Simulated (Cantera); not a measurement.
# Gas-phase reforming

An isothermal, constant-pressure homogeneous reactor starts with CH4 : H2O = 4.5 : 0.46 (molar parts), at 1675 K and 1.10 bar.

Cantera simulation using GRI-Mech 3.0 (53 species, 325 reactions); the numbers are that mechanism's predictions, not measurements. GRI-Mech 3.0 stops at C3 and has no aromatics, soot or wall deposition, so with more carbon than oxygen in the feed, carbon stays in small species such as C2H2 where larger ones or solid carbon would form.

```
t (s)      x CH4    x H2O     x CH3    x CH2   x C2H4
--------  ------  -------  --------  -------  -------
0.000800   0.833   0.0904   0.00221  2.56e-7   0.0155
0.00257    0.666   0.0824   0.00163  1.78e-7   0.0245
0.00825    0.433   0.0699  0.000990  1.10e-7   0.0115
0.0265     0.220   0.0581  0.000518  6.88e-8  0.00816
0.0851    0.0896   0.0478  0.000231  4.44e-8  0.00882
0.273     0.0500   0.0341  0.000136  3.13e-8  0.00914
0.878     0.0461   0.0138  0.000124  2.18e-8  0.00878
2.82      0.0447  0.00100  0.000120  1.63e-8  0.00851
9.06      0.0446  5.97e-7  0.000119  1.59e-8  0.00849
29.1      0.0446  3.15e-7  0.000119  1.59e-8  0.00849
93.4      0.0446  3.15e-7  0.000119  1.59e-8  0.00849
300       0.0446  3.15e-7  0.000119  1.59e-8  0.00849
```
x: mole fraction; the columns are a selection and need not sum to one.

Equilibrium at this temperature and pressure: CH4 0.0446, H2O 3.17e-7, CH3 0.000119, CH2 1.59e-8, C2H4 0.00849 (gas phase only).
